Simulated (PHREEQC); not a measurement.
Solution (25 °C): 0.0039 mol/kgw NaHCO3, 0.17 mol/kgw NaF and 0.0067 mol/kgw NaCl. Closed to the air; pH follows from the charge balance.

The numbers come from PHREEQC with the ion-association model, phreeqc.dat.

Each row changes one thing in this solution. Precipitation was switched off in this run.

```json
[
 {"case": "as made", "pH": "7.94", "ionic strength (mol/kgw)": "0.172", "Na+ (mol/kgw)": "0.172", "SI of Halite (NaCl)": "-4.77"},
 {"case": "NaHCO3 from 0.0039 to 0.00351 mol/kgw", "pH": "7.94", "ionic strength (mol/kgw)": "0.172", "Na+ (mol/kgw)": "0.172", "SI of Halite (NaCl)": "-4.77"},
 {"case": "temperature from 25 to 90 °C", "pH": "7.42", "ionic strength (mol/kgw)": "0.173", "Na+ (mol/kgw)": "0.172", "SI of Halite (NaCl)": "-4.85"},
 {"case": "NaF left out", "pH": "8.22", "ionic strength (mol/kgw)": "0.0106", "Na+ (mol/kgw)": "0.0106", "SI of Halite (NaCl)": "-5.81"},
 {"case": "NaCl from 0.0067 to 0.067 mol/kgw", "pH": "…", "ionic strength (mol/kgw)": "0.230", "Na+ (mol/kgw)": "0.230", "SI of Halite (NaCl)": "-3.66"},
 {"case": "0.026 mol/kgw NaOH added", "pH": "12.19", "ionic strength (mol/kgw)": "0.197", "Na+ (mol/kgw)": "0.195", "SI of Halite (NaCl)": "…"},
 {"case": "temperature from 25 to 65 °C", "pH": "7.55", "ionic strength (mol/kgw)": "0.172", "Na+ (mol/kgw)": "0.172", "SI of Halite (NaCl)": "-4.82"},
 {"case": "NaHCO3 left out", "pH": "8.15", "ionic strength (mol/kgw)": "0.169", "Na+ (mol/kgw)": "0.169", "SI of Halite (NaCl)": "-4.78"},
 {"case": "diluted 2-fold with water", "pH": "…", "ionic strength (mol/kgw)": "0.0877", "Na+ (mol/kgw)": "0.0877", "SI of Halite (NaCl)": "-5.31"}
]
```

Problem. Complete the blanks.

Solution. 
- NaCl from 0.0067 to 0.067 mol/kgw, pH: 7.89
- 0.026 mol/kgw NaOH added, SI of Halite (NaCl): -4.72
- diluted 2-fold with water, pH: 8.03

Complexes and solids missing from the database can't appear. Constants without temperature data keep their 25 °C values here.
